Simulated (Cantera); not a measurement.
Charge: 1 mol MgO, 0.011 mol Cl2, 0.48 mol N2, equilibrated at 0.100 bar.

Method: chemical equilibrium by Gibbs-energy minimisation in Cantera with the NASA 1993 tables (ideal gas, pure condensed phases). Candidate condensed phases: Mg, MgCl2, MgO; 18 gas species. Equilibrium is a limit: real reactors are often held back by kinetics, nucleation or transport. All values below are at 1650 K.

Base state: N2 0.964, MgCl2 0.0159, Cl 0.0111, O2 0.00771, Cl2 0.000579, NO 0.000505 (mole fractions); condensed: MgO(s).

What changes in the equilibrium state with this change: Cl2 from 0.011 to 0.067 mol?


```tsv
species	before	after
N2	0.964	0.821
MgCl2	0.0159	0.0872
O2	0.00771	0.0430
Cl	0.0111	0.0400
Cl2	0.000579	0.00747
ClO	6.39e-6	5.42e-5
O	7.19e-6	1.70e-5
NO	0.000505	0.00110
MgO(s), mol	0.992	0.949
```
